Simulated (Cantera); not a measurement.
Input: 1 mol n-butane, 0.018 mol O₂, at 10.0 Torr.

These are equilibrium values from Cantera (NASA tables, ideal gas, pure condensed phases), not measurements of a reactor. Candidate condensed phases: C, C₆H₆, C₇H₈, C₈H₁₈, H₂O; 131 gas species. Ions and electrons are included (thermal ionisation). Equilibrium is a limit: real reactors are often held back by kinetics, nucleation or transport. All values below are at 4750 K.

Base state: H 0.715, C 0.280, CO 0.00256, C₂ 0.00152, H₂ 0.000297, e- 0.000127, C+ 0.000126, CH 4.10e-5 (mole fractions); condensed: gas only.

Q: What changes in the equilibrium state with this change: O₂ from 0.018 to 0.51 mol?

A: 
| species | before | after |
|---|---|---|
| H | 0.715 | 0.714 |
| C | 0.280 | 0.212 |
| CO | 0.00256 | 0.0722 |
| O | 1.77e-5 | 0.000662 |
| C₃ | 2.32e-5 | 1.00e-5 |

Q: What changes in the equilibrium state with this change: n-butane replaced by C?

A: 
```tsv
species	before	after
C	0.280	0.945
CO	0.00256	0.0366
C₂	0.00152	0.0173
H	0.715	0
H₂	0.000297	0
CH	4.10e-5	0
C₃	2.32e-5	0.000889
O	1.77e-5	7.51e-5
```
